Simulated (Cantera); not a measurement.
A closed system holds: 1 mol PbCl2, 40 mol H2, held at 19.0 mbar.

Method: chemical equilibrium by Gibbs-energy minimisation in Cantera with the NASA 1993 tables (ideal gas, pure condensed phases). Candidate condensed phases: Pb, PbCl2; 10 gas species. Rates play no part. All values below are at 1527 °C.

Base state: H2 0.927, HCl 0.0468, Pb 0.0231, H 0.00250, PbCl 0.000699, Cl 9.66e-5 (mole fractions); condensed: gas only.

Q: What changes in the equilibrium state with this change: PbCl2 replaced by FeCl2?

A: 
```csv
species,before,after
H2,0.927,0.950
HCl,0.0468,0.0439
H,0.00250,0.00253
Pb,0.0231,0
FeCl2,0,0.00233
Fe,0,0.00155
PbCl,0.000699,0
Cl,9.66e-5,8.95e-5
"Fe(δ), mol",0,0.840
```
Further candidate phases: Fe, FeCl2, FeCl3.
